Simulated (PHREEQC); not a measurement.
Spent oxide etchant (model solution)

Consider water at 25 °C with 0.25 mol/kgw HF, 5.7e-05 mol/kgw H2SiF6 and 0.0016 mol/kgw H3PO4. Closed to the air; pH follows from the charge balance.

Equilibrium calculation in PHREEQC: ion-association model, phreeqc.dat.

Precipitation was switched off in this run.

Question: Estimate the pH, ionic strength.

Answer: pH 1.77; ionic strength 0.0193 mol/kgw.

Question: In which forms is P present?

Answer: H3PO4 69 %, H2PO4- 31 % of the P.

Species that the database lacks are ignored. SiF6-2 is the database's only silicon fluoride.
